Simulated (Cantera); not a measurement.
Charge: 1 mol SiCl₄, 1.4 mol Cl₂, 16 mol H₂, equilibrated at 548.15 K and 6000 Torr.

Cantera equilibrium calculation (NASA polynomials, part measured and part estimated; ideal gas, pure solids and liquids). Candidate condensed phases: Si; 19 gas species. The numbers say what is thermodynamically allowed, not how fast it happens.

### Question
What is the equilibrium state?

### Answer
* **x(H₂)**: 0.793
* **x(HCl)**: 0.152
* **x(SiCl₄)**: 0.0543
* **x(SiHCl₃)**: 2.04e-6
* **gas amount**: 18.40 mol
* **log10 activity of Si(s) (absent)**: -18.09
